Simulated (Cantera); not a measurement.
A closed system holds: 1 mol PbO, 470 mol H2, 47 mol N2, at 2048 K and 0.000560 bar.

These are equilibrium values from Cantera (NASA tables, ideal gas, pure condensed phases), not measurements of a reactor. Candidate condensed phases: H2O, Pb, PbO, PbO2, Pb3O4; 27 gas species. Kinetics and transport are ignored.

Question: What is the equilibrium state?

Answer: 
```
Quantity                              Value
--------------------------------  ---------
x(H2)                                 0.824
x(N2)                                0.0868
x(H)                                 0.0859
x(Pb)                               0.00185
x(H2O)                              0.00183
x(OH)                               2.07e-5
x(O)                                1.56e-6
gas amount                        541.2 mol
log10 activity of Pb(l) (absent)      -6.04
```
